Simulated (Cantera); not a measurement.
Input: 1 mol NiS, 1700 mol H2, 35 mol N2, equilibrated at 1202 °C and 24.0 Pa.

These are equilibrium values from Cantera (NASA tables, ideal gas, pure condensed phases), not measurements of a reactor. Candidate condensed phases: Ni, NiS, NiS2, Ni3S2, Ni3S4, S; 17 gas species. The numbers say what is thermodynamically allowed, not how fast it happens.

Base state: H2 0.978, N2 0.0202, H 0.000828, H2S 0.000391, Ni 0.000121, SH 9.09e-5, S2 3.94e-5, S 1.23e-5 (mole fractions); condensed: Ni(s).

What changes in the equilibrium state with this change: NiS replaced by FeS?


```tsv
species	before	after
H2	0.978	0.978
N2	0.0202	0.0202
H	0.000828	0.000828
Fe	0	0.000364
Ni	0.000121	0
S2	3.94e-5	3.98e-5
S	1.23e-5	1.23e-5
SH	9.09e-5	9.13e-5
H2S	0.000391	0.000393
Ni(s), mol	0.785	0
Fe(γ), mol	0	0.368
```
Further candidate phases: Fe, FeS, FeS2.
